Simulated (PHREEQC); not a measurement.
0.47 g of hydrous ferric oxide (600 m²/g; 0.2 weak and 0.005 strong sites per Fe, Dzombak-Morel constants, diffuse double layer) in 1 kg of water with 0.1 mol/kgw of an inert sodium salt and 3.7e-05 mol NaF and 7.7e-05 mol CuSO4, at 25 °C; the pH is set by adding NaOH or the inert anion's acid. Oxygen is held at 0.21 atm. No CO2 enters from the air. No solid was allowed to form.

Base run: PHREEQC, ion-association model, wateq4f.dat. Each further column changes one thing. The table gives F sorbed (%).

```json
[
 {"pH": "4", "base": "78.5", "no electrostatic term (-no_edl)": "1.8", "background salt from 0.1 to 0.01 mol/kgw": "95.3", "oxide from 0.47 to 2.3 g/kgw": "96.2"},
 {"pH": "4.75", "base": "72.0", "no electrostatic term (-no_edl)": "1.9", "background salt from 0.1 to 0.01 mol/kgw": "90.4", "oxide from 0.47 to 2.3 g/kgw": "94.7"},
 {"pH": "5.88", "base": "46.7", "no electrostatic term (-no_edl)": "1.9", "background salt from 0.1 to 0.01 mol/kgw": "64.5", "oxide from 0.47 to 2.3 g/kgw": "84.2"},
 {"pH": "6.62", "base": "27.2", "no electrostatic term (-no_edl)": "2.0", "background salt from 0.1 to 0.01 mol/kgw": "37.3", "oxide from 0.47 to 2.3 g/kgw": "64.6"},
 {"pH": "7.38", "base": "10.7", "no electrostatic term (-no_edl)": "2.4", "background salt from 0.1 to 0.01 mol/kgw": "14.8", "oxide from 0.47 to 2.3 g/kgw": "34.2"},
 {"pH": "8.12", "base": "3.0", "no electrostatic term (-no_edl)": "2.4", "background salt from 0.1 to 0.01 mol/kgw": "3.7", "oxide from 0.47 to 2.3 g/kgw": "11.5"},
 {"pH": "9.25", "base": "0.3", "no electrostatic term (-no_edl)": "0.9", "background salt from 0.1 to 0.01 mol/kgw": "0.3", "oxide from 0.47 to 2.3 g/kgw": "1.5"},
 {"pH": "10", "base": "0.1", "no electrostatic term (-no_edl)": "0.2", "background salt from 0.1 to 0.01 mol/kgw": "0.1", "oxide from 0.47 to 2.3 g/kgw": "0.4"}
]
```

The database's constant for dissolved Cu(OH)2 is higher than later reviews accept. In at least one series the solution becomes supersaturated in solids that the run did not let form, among them Cu(OH)2.
